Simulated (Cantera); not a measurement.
Feed: 1 mol CH3F, 1.4 mol F2, 0.029 mol CH4.

Cantera equilibrium calculation (NASA polynomials, part measured and part estimated; ideal gas, pure solids and liquids). Candidate condensed phases: C, C6H6, C7H8, C8H18; 95 gas species. Kinetics and transport are ignored.

Stable condensed phases, one row left out:

```
T in K \ P in Pa
              1    5.2     27    140    720   3700  19000 100000
   3348       A      A      A      A      A      A      B      B
   3198       A      A      A      A      A      A      B      B
   2898       A      A      A      A      B      B      B      B
   2748       A      A      A      B      B      B      B      B
   2598       A      B      B      B      B      B      B      B
   2448       B      B      B      B      B      B      B      B
   2298       B      B      B      B      B      B      B      B
   2148       B      B      B      B      B      B      B      B
   1998       B      B      B      B      B      B      B      B
   1848       B      B      B      B      B      B      B      B
   1698       B      B      B      B      B      B      B      B
```

A: gas only; B: C.

Give the row for 3048 K.

1: gas only; 5.2: gas only; 27: gas only; 140: gas only; 720: gas only; 3700: C; 19000: C; 100000: C.
